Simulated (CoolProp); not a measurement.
Model: reference Helmholtz-energy equation of state, Tillner-Roth 1994, in CoolProp.

For R134a, give the phase and the Z, viscosity (µPa s), fugacity coefficient at 273.3 K and 4060 kPa; 273.3 K and 40600 kPa.


- 273.3 K and 4060 kPa: liquid; Z 0.139, viscosity 280, fugacity coefficient 0.0759
- 273.3 K and 40600 kPa: liquid; Z 1.30, viscosity 411, fugacity coefficient 0.0254

Viscosity comes from a separate model (Huber 2003), an estimate that may be off by 10 % or more.
